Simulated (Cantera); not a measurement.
**Adiabatic ignition**

An adiabatic, constant-volume homogeneous reactor starts with CO : H2 : O2 : N2 = 1 : 0.71 : 1.07 : 4.02 (molar parts), equivalence ratio 0.80, at 1150 K and 1000000 Pa.

Model: GRI-Mech 3.0 (53 species, 325 reactions), integrated in Cantera. The hydrogen kinetics of GRI-Mech 3.0 are dated; newer H2 mechanisms differ, most at raised pressure.

```tsv
t (s)	T (K)	P (bar)	x CO	x H2	x O2	x H2O	x NO2	x NO
2.00e-6	1150	10.0	0.147	0.104	0.157	2.97e-8	<1e-12	<1e-12
6.02e-6	1150	10.0	0.147	0.104	0.157	1.81e-7	<1e-12	<1e-12
1.81e-5	1150	10.0	0.147	0.104	0.157	1.74e-6	<1e-12	<1e-12
5.45e-5	1151	10.0	0.147	0.104	0.157	8.92e-5	<1e-12	<1e-12
0.000164	2953	23.1	0.0354	0.00392	0.0448	0.104	1.19e-5	0.00895
0.000494	2938	22.9	0.0352	0.00393	0.0408	0.104	2.25e-5	0.0176
0.00149	2938	22.9	0.0352	0.00393	0.0408	0.104	2.26e-5	0.0177
0.00447	2938	22.9	0.0352	0.00393	0.0408	0.104	2.26e-5	0.0177
0.0135	2938	22.9	0.0352	0.00393	0.0408	0.104	2.26e-5	0.0177
0.0405	2938	22.9	0.0352	0.00393	0.0408	0.104	2.26e-5	0.0177
0.122	2938	22.9	0.0352	0.00393	0.0408	0.104	2.26e-5	0.0177
0.367	2938	22.9	0.0352	0.00393	0.0408	0.104	2.26e-5	0.0177
1.10	2938	22.9	0.0352	0.00393	0.0408	0.104	2.26e-5	0.0177
3.32	2938	22.9	0.0352	0.00393	0.0408	0.104	2.26e-5	0.0177
10.0	2938	22.9	0.0352	0.00393	0.0408	0.104	2.26e-5	0.0177
```
x: mole fraction; the columns are a selection and need not sum to one.

The time of steepest temperature rise comes out as 0.105 ms. The temperature at 10.0 s is 2938 K and the equilibrium temperature comes out as 2938 K. The x(CO) at 10.0 s comes out as 0.0352 (gas-phase equilibrium 0.0352) and the x(H2) at 10.0 s is 0.00393 (gas-phase equilibrium 0.00393). The x(O2) at 10.0 s comes out as 0.0408 (gas-phase equilibrium 0.0408).
